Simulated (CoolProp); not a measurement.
Model: reference Helmholtz-energy equation of state, Gao 2022, in CoolProp.

Problem. For n-perfluoropentane, give the phase and the cv (kJ/(kg K)), speed of sound (m/s), isothermal compressibility (1/MPa) at 318.4 K and 2060 kPa.

Solution. 
- 318.4 K and 2060 kPa: liquid; cv 0.853, speed of sound 429, isothermal compressibility 0.00445
